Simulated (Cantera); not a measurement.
A Cantera script and what it prints.

```python
import numpy as np
import cantera as ct

gas_names = """
    H HNO HNO2 HNO3 HO2 H2 H2O H2O2 N NH NH2 NH3 NH2OH NO NO2 NO3 N2 N2H2 N2H4 N2O O OH O2 O3 Si SiH
    SiH2 SiH3 SiH4 SiN SiO SiO2 Si2 Si2N Si3
""".split()
cond_names = """
    H2O(s) H2O(L) Si(cr) Si(L) SiO2(Lqz) SiO2(hqz) SiO2(L) Si2N2O(s) Si3N4(a)
""".split()


# ... load() reads the species with a 1 bar reference pressure and builds the phases ...
atoms = {
    'Si': {'Si': 1},
    'H2O': {'H': 2, 'O': 1},
    'N2': {'N': 2},
    'O2': {'O': 2},
}
top_T = {'Si2N2O(s)': 2100, 'Si3N4(a)': 2400}  # K; cautious upper limits of use, not melting points


# ... equilibrate(T, P, feed) seeds the gas with the atoms and calls Mixture.equilibrate('TP', solver="vcs", rtol=1e-11, max_steps=5000) ...
results = []
feed = {'Si': 1, 'H2O': 3, 'N2': 130, 'O2': 1.5}  # mol
P = 13332.2  # Pa
for T in [1750, 1800, 1850, 1900, 1950, 2000, 2050, 2100]:
    mix = equilibrate(T, P, feed)
    results.append((T, P, feed, dict(zip(mix.species_names, mix.species_moles))))

top = {s: max(r[3][s] / sum(r[3][g] for g in gas_names) for r in results) for s in gas_names}
cols = sorted((s for s in top if top[s] > 0.0001), key=lambda s: -top[s])[:6]
seen = [c for c in cond_names if any(r[3].get(c, 0) > 1e-12 for r in results)]
print("log10 of partial pressures in bar; condensed amounts in mol")
print(f"{'T/K':>10s}" + "".join(f"{s[:9]:>10s}" for s in cols + seen))
for T, P, feed, n in results:
    ng = sum(n[g] for g in gas_names)
    print(f"{T:10.4g}" + "".join(f"{np.log10(max(n[s] / ng * P / 1e5, 1e-99)):10.3f}" for s in cols)
          + "".join(f"{n.get(c, 0):10.4g}" for c in seen))
```

Result:

```
log10 of partial pressures in bar; condensed amounts in mol
       T/K        N2       H2O        O2        NO        OH        H2   SiO2(L)
      1750    -0.887    -2.526    -3.334    -4.177    -4.723    -5.335         1
      1800    -0.887    -2.527    -3.341    -4.104    -4.590    -5.125         1
      1850    -0.887    -2.528    -3.348    -4.036    -4.465    -4.926         1
      1900    -0.887    -2.530    -3.355    -3.972    -4.347    -4.737    0.9999
      1950    -0.887    -2.532    -3.362    -3.911    -4.235    -4.559    0.9996
      2000    -0.887    -2.536    -3.370    -3.853    -4.130    -4.391    0.9987
      2050    -0.887    -2.541    -3.375    -3.798    -4.030    -4.233    0.9963
      2100    -0.887    -2.547    -3.378    -3.744    -3.935    -4.085    0.9895
```

Method: chemical equilibrium by Gibbs-energy minimisation in Cantera with the NASA 1993 tables (ideal gas, pure condensed phases). The tables hold silica as quartz up to 1696 K and as liquid above; real silica turns to tridymite and cristobalite and melts near 1996 K.
